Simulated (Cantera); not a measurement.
# Diamond growth

A diamond (100) surface in a fixed gas of H2 with x(CH4) = 0.026, x(H) = 0.0031, x(CH3) = 0.00027, at 1225 K; coverages are run to steady state.

Detailed kinetics in Cantera: the Harris–Goodwin 1993 mechanism for the reconstructed diamond (100) surface.

```json
[
 {"P (Pa)": "310", "growth (µm/h)": "0.0692", "θ c6HH": "0.431", "θ c6H*": "0.0407", "θ c6*H": "0.497", "θ c6**": "0.0305", "θ c6HM": "0.000175"},
 {"P (Pa)": "510", "growth (µm/h)": "0.126", "θ c6HH": "0.431", "θ c6H*": "0.0407", "θ c6*H": "0.497", "θ c6**": "0.0304", "θ c6HM": "0.000290"},
 {"P (Pa)": "850", "growth (µm/h)": "0.237", "θ c6HH": "0.431", "θ c6H*": "0.0407", "θ c6*H": "0.497", "θ c6**": "0.0304", "θ c6HM": "0.000482"},
 {"P (Pa)": "1400", "growth (µm/h)": "0.455", "θ c6HH": "0.430", "θ c6H*": "0.0407", "θ c6*H": "0.496", "θ c6**": "0.0304", "θ c6HM": "0.000786"},
 {"P (Pa)": "2300", "growth (µm/h)": "0.903", "θ c6HH": "0.430", "θ c6H*": "0.0406", "θ c6*H": "0.496", "θ c6**": "0.0304", "θ c6HM": "0.00126"},
 {"P (Pa)": "3700", "growth (µm/h)": "1.81", "θ c6HH": "0.430", "θ c6H*": "0.0406", "θ c6*H": "0.495", "θ c6**": "0.0303", "θ c6HM": "0.00195"},
 {"P (Pa)": "6200", "growth (µm/h)": "4.00", "θ c6HH": "0.429", "θ c6H*": "0.0405", "θ c6*H": "0.494", "θ c6**": "0.0303", "θ c6HM": "0.00307"},
 {"P (Pa)": "10000", "growth (µm/h)": "8.46", "θ c6HH": "0.428", "θ c6H*": "0.0405", "θ c6*H": "0.493", "θ c6**": "0.0302", "θ c6HM": "0.00451"}
]
```
θ: site fractions in the mechanism's names (c6HH fully hydrogenated, c6H* and c6*H radical sites, c6** diradical, c6HM methylated).
